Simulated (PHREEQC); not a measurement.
A solution holds 0.0013 mol/kgw H2SO4, 0.0082 mol/kgw ZnSO4 and 5.4e-05 mol/kgw Fe2(SO4)3, at 25 °C. Closed to the air; pH follows from the charge balance.

All values are PHREEQC results (ion-association model, wateq4f.dat), not measurements.

No solid was allowed to form.

Task: Estimate the pH, ionic strength.

Result: pH 2.76; ionic strength 0.0251 mol/kgw.

Task: In which forms is Fe present?

Result: FeSO4+ 75 %, FeOH+2 12 %, Fe(SO4)2- 5.6 %, Fe+3 5.4 %, Fe(OH)2+ 1.5 %, FeHSO4+2 0.5 % of the Fe.

Saturation is exceeded, for instance for Hematite (slow to form), Goethite (slow to form); the values hold only as long as no solid forms.
